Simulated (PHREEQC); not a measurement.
A made-up water analysis in mg/kgw, 60 °C, pH 2.24, pe 9.8: Na 2200; K 157; Ca 183; Mg 133; Cl 1100; S(6) as SO4 4960; Mn(2) 2.48; Pb 632; Zn 11.8.

Valence states are taken as typed.

Computed with PHREEQC (ion-association model, wateq4f.dat).

```
quantity                    before    after
-------------------------  -------  -------
ionic strength (mol/kgw)     0.140    0.146
Na+ (mol/kgw)               0.0913   0.0910
SO4-2 (mol/kgw)             0.0258   0.0297
HSO4- (mol/kgw)             0.0142   0.0100
NaSO4- (mol/kgw)           0.00443  0.00469
K+ (mol/kgw)               0.00367  0.00371
SI of Gypsum (CaSO4:2H2O)    -0.51    -0.48
SI of Anglesite (PbSO4)      +1.98    +2.14
```

### Question
Name the change that produced these shifts.
A) temperature from 60 to 40 °C at the same typed pH
B) Pb from 632 to 1260 mg/kgw
C) all concentrations times 4 at the same typed pH

### Answer
A, temperature from 60 to 40 °C at the same typed pH

Precipitation was switched off in this run. Some of these states are supersaturated (in Anglesite, for instance). At this temperature some constants are extrapolated from 25 °C, and those without enthalpy data are left unchanged.
